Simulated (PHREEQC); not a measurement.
1 kg of water holding 0.35 mol/kgw KHCO3, 0.023 mol/kgw K2SO4, 0.1 mol/kgw KCl and 0.5 mol/kgw K2CO3 is evaporated at 15 °C; the solids stay in contact with the brine. CO2 is held at log p = -3.4 (atm). Only these solids could form: Arcanite, Kalicinite, Misenite, Sylvite.

The numbers come from PHREEQC with the Pitzer model, pitzer.dat.

```json
[
 {"water left (kg)": "1.001", "ionic strength": "2.08", "water activity": "0.966", "Arcanite (mol)": "0", "Cl in solution (mol/kgw)": "0.0999", "C in solution (mol/kgw)": "0.783", "K in solution (mol/kgw)": "1.49"},
 {"water left (kg)": "0.8232", "ionic strength": "2.54", "water activity": "0.959", "Arcanite (mol)": "0", "Cl in solution (mol/kgw)": "0.121", "C in solution (mol/kgw)": "0.941", "K in solution (mol/kgw)": "1.82"},
 {"water left (kg)": "0.677", "ionic strength": "3.10", "water activity": "0.950", "Arcanite (mol)": "0", "Cl in solution (mol/kgw)": "0.148", "C in solution (mol/kgw)": "1.13", "K in solution (mol/kgw)": "2.21"},
 {"water left (kg)": "0.5568", "ionic strength": "3.79", "water activity": "0.939", "Arcanite (mol)": "0", "Cl in solution (mol/kgw)": "0.180", "C in solution (mol/kgw)": "1.37", "K in solution (mol/kgw)": "2.69"},
 {"water left (kg)": "0.458", "ionic strength": "4.61", "water activity": "0.925", "Arcanite (mol)": "0", "Cl in solution (mol/kgw)": "0.218", "C in solution (mol/kgw)": "1.65", "K in solution (mol/kgw)": "3.27"},
 {"water left (kg)": "0.3768", "ionic strength": "5.62", "water activity": "0.907", "Arcanite (mol)": "0", "Cl in solution (mol/kgw)": "0.265", "C in solution (mol/kgw)": "2.00", "K in solution (mol/kgw)": "3.97"},
 {"water left (kg)": "0.31", "ionic strength": "6.82", "water activity": "0.884", "Arcanite (mol)": "0.00159", "Cl in solution (mol/kgw)": "0.323", "C in solution (mol/kgw)": "2.42", "K in solution (mol/kgw)": "4.82"},
 {"water left (kg)": "0.2551", "ionic strength": "8.18", "water activity": "0.856", "Arcanite (mol)": "0.0102", "Cl in solution (mol/kgw)": "0.392", "C in solution (mol/kgw)": "2.94", "K in solution (mol/kgw)": "5.78"},
 {"water left (kg)": "0.21", "ionic strength": "9.85", "water activity": "0.819", "Arcanite (mol)": "0.0157", "Cl in solution (mol/kgw)": "0.476", "C in solution (mol/kgw)": "3.59", "K in solution (mol/kgw)": "6.98"},
 {"water left (kg)": "0.1728", "ionic strength": "11.9", "water activity": "0.773", "Arcanite (mol)": "0.0190", "Cl in solution (mol/kgw)": "0.579", "C in solution (mol/kgw)": "4.39", "K in solution (mol/kgw)": "8.44"},
 {"water left (kg)": "0.1421", "ionic strength": "14.3", "water activity": "0.716", "Arcanite (mol)": "0.0209", "Cl in solution (mol/kgw)": "0.704", "C in solution (mol/kgw)": "5.43", "K in solution (mol/kgw)": "10.2"}
]
```

Arcanite from water left = 0.31 kg (pH 10.51).
